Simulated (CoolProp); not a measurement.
Vapour pressure (MPa) of ethylene: the reference equation beside estimates from Tc = 9.2 °C, pc = 5.042 MPa, ω = 0.087. Clausius-Clapeyron is anchored at -90.25 °C with a constant enthalpy of vaporisation of 12.96 kJ/mol.

Model: reference Helmholtz-energy equation of state, Smukala 2000, in CoolProp.

```csv
T (°C),reference,Lee-Kesler,Clausius-Clapeyron,van der Waals,Soave-Redlich-Kwong
-97.75,0.1425,0.1417,0.1463,0.5337,0.1414
-93.95,0.1745,0.1736,0.1766,0.6012,0.1733
-90.25,0.2106,0.2098,0.2106,0.6723,0.2094
-86.45,0.2533,0.2527,0.2504,0.7509,0.2522
-82.65,0.3022,0.3018,0.2958,0.8353,0.3014
-78.85,0.3580,0.3577,0.3471,0.9258,0.3574
-75.05,0.4210,0.4210,0.4049,1.023,0.4209
-71.25,0.4920,0.4923,0.4695,1.126,0.4925
-67.45,0.5714,0.5720,0.5414,1.235,0.5728
-63.65,0.6600,0.6607,0.6212,1.352,0.6624
-59.85,0.7581,0.7591,0.7092,1.475,0.7618
-56.05,0.8666,0.8677,0.8060,1.605,0.8718
-52.25,0.9859,0.9870,0.9119,1.742,0.9929
-48.45,1.117,1.118,1.027,1.886,1.126
```

Absolute difference from the reference over all 14 rows, mean and median: Lee-Kesler 0.2 and 0.1 %, Clausius-Clapeyron 4.2 and 4.2 %, van der Waals 149.1 and 135.9 %, Soave-Redlich-Kwong 0.4 and 0.5 %.
